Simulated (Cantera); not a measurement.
Charge: 1 mol CH3OH, 0.028 mol O2, 2.8 mol H2, equilibrated at 51.0 Pa.

Equilibrium computed with Cantera from the NASA thermochemical tables; the gas is ideal and each condensed phase is pure. Candidate condensed phases: C, C6H6, C7H8, C8H18, H2O; 110 gas species. The numbers say what is thermodynamically allowed, not how fast it happens.

x: gas mole fraction; n: condensed amount in mol.

```
T (K)   x H2   x CO     x CO2    x H2O     x CH4       x H    x OH  n C(graphite)
-----  -----  -----  --------  -------  --------  --------  ------  -------------
698    0.835  0.112    0.0281   0.0218   0.00315    <1e-12  <1e-12          0.204
798    0.822  0.168   0.00457  0.00524  0.000158  1.07e-10  <1e-12              0
898    0.821  0.169   0.00313  0.00653   3.02e-6   4.39e-9  <1e-12              0
998    0.820  0.170   0.00223  0.00743   1.31e-7   8.63e-8     ___              0
1098   0.820  0.171   0.00166  0.00800   1.03e-8   9.91e-7     ___              0
1198   0.819  0.171   0.00128  0.00837   1.24e-9   7.62e-6     ___              0
1298   0.819  0.171   0.00103  0.00863  2.10e-10   4.29e-5     ___              0
1398   0.819  0.172  0.000853  0.00880  4.60e-11  0.000190     ___              0
1498   0.818  0.172  0.000726  0.00893  1.24e-11  0.000688     ___              0
1598   0.817  0.172  0.000632  0.00901  3.93e-12   0.00213     ___              0
```

Q: Fill in the missing entries.

A: 
- 998, x OH: 1.70e-12
- 1098, x OH: 4.26e-11
- 1198, x OH: 6.15e-10
- 1298, x OH: 5.85e-9
- 1398, x OH: 4.02e-8
- 1498, x OH: 2.13e-7
- 1598, x OH: 9.15e-7
